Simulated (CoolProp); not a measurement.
The numbers come from the reference Helmholtz-energy equation of state, Bücker 2006 in CoolProp.

Question: Give the vapour pressure (kPa), liquid cp (kJ/(kg K)), vapour Z, vapour viscosity (µPa s) of saturated ethane at 257.9, 272.2 K.

Answer: 
| T (K) | p (kPa) | liquid cp (kJ/(kg K)) | vapour Z | vapour viscosity (µPa s) |
|---|---|---|---|---|
| 257.9 | 1620 | 3.15 | 0.764 | 8.76 |
| 272.2 | 2330 | 3.58 | 0.691 | 9.69 |

Viscosity comes from a separate model (Friend 1991).
